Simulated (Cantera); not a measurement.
Charge: 1 mol B2O3, 47 mol HCl, 0.78 mol N2, 20 mol F2, equilibrated at 552 °C and 51.8 Torr.

Cantera equilibrium calculation (NASA polynomials, part measured and part estimated; ideal gas, pure solids and liquids). Candidate condensed phases: B, BN, B2O3, B3O3H3, H2O, NH4Cl; 75 gas species. Kinetics and transport are ignored.

Base state: HF 0.500, Cl2 0.257, HCl 0.178, BF3 0.0294, O2 0.0187, N2 0.0115, H2O 0.00672, Cl 3.17e-5 (mole fractions); condensed: gas only.

Task: What changes in the equilibrium state with this change: 1.2 mol H2 added?

Result: 
```
species   before    after
-------  -------  -------
HF         0.500    0.492
Cl2        0.257    0.238
HCl        0.178    0.204
O2        0.0187   0.0171
BF3       0.0294   0.0289
N2        0.0115   0.0113
H2O      0.00672  0.00918
Cl       3.17e-5  3.05e-5
```
